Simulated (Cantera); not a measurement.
A perfectly stirred reactor is fed with C3H8 : O2 : N2 = 1 : 2.94 : 11.1 (molar parts), equivalence ratio 1.7, at 0.987 atm; it is adiabatic with a 750 K inlet, and is followed from long to short residence time, starting on the burning branch (τ in s: 0.039, 0.013, 0.0046, 0.0016, 0.00055, 0.00019, 6.5e-05, 2.2e-05, 7.7e-06).

Model: GRI-Mech 3.0 (53 species, 325 reactions), integrated in Cantera. GRI-Mech 3.0 was tuned for natural gas; its chemistry of propane as a main component is partial and can be far from experiment.

Q: What does this change do: C3H8 1 to 0.71 parts?

A: 
```json
[
 {"quantity": "blow-out, bracketed by the residence times tried", "before": "burning at 0.190 ms, out at 65.0 µs", "after": "burning at 65.0 µs, out at 22.0 µs"},
 {"quantity": "x(C3H8) at τ = 39.0 ms", "before": "7.39e-7", "after": "2.04e-7"},
 {"quantity": "x(O2) at τ = 39.0 ms", "before": "9.74e-5", "after": "0.00187"},
 {"quantity": "x(HCN) at τ = 39.0 ms", "before": "6.31e-5", "after": "1.24e-6"},
 {"quantity": "x(O) at τ = 39.0 ms", "before": "1.06e-5", "after": "0.000620"},
 {"quantity": "x(NO2) at τ = 39.0 ms", "before": "8.80e-10", "after": "1.01e-7"},
 {"quantity": "x(C3H8) at τ = 0.550 ms", "before": "3.97e-5", "after": "8.60e-6"},
 {"quantity": "x(O2) at τ = 0.550 ms", "before": "0.00351", "after": "0.00774"},
 {"quantity": "x(HCN) at τ = 0.550 ms", "before": "0.000459", "after": "6.31e-6"},
 {"quantity": "x(O) at τ = 0.550 ms", "before": "6.90e-5", "after": "0.00266"},
 {"quantity": "x(NO2) at τ = 0.550 ms", "before": "1.36e-9", "after": "2.80e-8"}
]
```

Q: What does this change do: O2 2.94 to 4.4 parts?

A: 
```json
[
 {"quantity": "blow-out, bracketed by the residence times tried", "before": "burning at 0.190 ms, out at 65.0 µs", "after": "burning at 22.0 µs, out at 7.70 µs"},
 {"quantity": "x(C3H8) at τ = 39.0 ms", "before": "7.39e-7", "after": "9.16e-8"},
 {"quantity": "x(O2) at τ = 39.0 ms", "before": "9.74e-5", "after": "0.0108"},
 {"quantity": "x(HCN) at τ = 39.0 ms", "before": "6.31e-5", "after": "2.71e-7"},
 {"quantity": "x(O) at τ = 39.0 ms", "before": "1.06e-5", "after": "0.00352"},
 {"quantity": "x(NO2) at τ = 39.0 ms", "before": "8.80e-10", "after": "9.46e-7"},
 {"quantity": "x(C3H8) at τ = 0.550 ms", "before": "3.97e-5", "after": "5.26e-6"},
 {"quantity": "x(O2) at τ = 0.550 ms", "before": "0.00351", "after": "0.0166"},
 {"quantity": "x(HCN) at τ = 0.550 ms", "before": "0.000459", "after": "2.81e-6"},
 {"quantity": "x(O) at τ = 0.550 ms", "before": "6.90e-5", "after": "0.00571"},
 {"quantity": "x(NO2) at τ = 0.550 ms", "before": "1.36e-9", "after": "1.57e-7"}
]
```

Q: What does this change do: inlet temperature 750 to 648 K?

A: 
| quantity | before | after |
|---|---|---|
| blow-out, bracketed by the residence times tried | burning at 0.190 ms, out at 65.0 µs | burning at 0.190 ms, out at 65.0 µs |
| x(C3H8) at τ = 39.0 ms | 7.39e-7 | 1.17e-6 |
| x(O2) at τ = 39.0 ms | 9.74e-5 | 0.000153 |
| x(HCN) at τ = 39.0 ms | 6.31e-5 | 0.000109 |
| x(O) at τ = 39.0 ms | 1.06e-5 | 4.54e-6 |
| x(NO2) at τ = 39.0 ms | 8.80e-10 | 4.76e-10 |
| x(C3H8) at τ = 0.550 ms | 3.97e-5 | 5.80e-5 |
| x(O2) at τ = 0.550 ms | 0.00351 | 0.00476 |
| x(HCN) at τ = 0.550 ms | 0.000459 | 0.000320 |
| x(O) at τ = 0.550 ms | 6.90e-5 | 5.63e-5 |
| x(NO2) at τ = 0.550 ms | 1.36e-9 | 1.06e-9 |
